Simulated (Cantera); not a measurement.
A closed system holds: 1 mol BCl3, a varied amount of O2, 39 mol H2, at 1625 K and 0.000400 bar.

These are equilibrium values from Cantera (NASA tables, ideal gas, pure condensed phases), not measurements of a reactor. Candidate condensed phases: B, B2O3, B3O3H3, H2O; 33 gas species. The tables' values for BOCl, BCl, BCl2 are old estimates; treat these amounts as uncertain. The numbers say what is thermodynamically allowed, not how fast it happens.

Task: At 0.49 mol O2, list the 5 most abundant gas species with their mole fractions, and the condensed phases.

Result: H2 0.903, HCl 0.0705, HBO 0.0170, H 0.00335, B2O2 0.00174. Condensed: gas only.
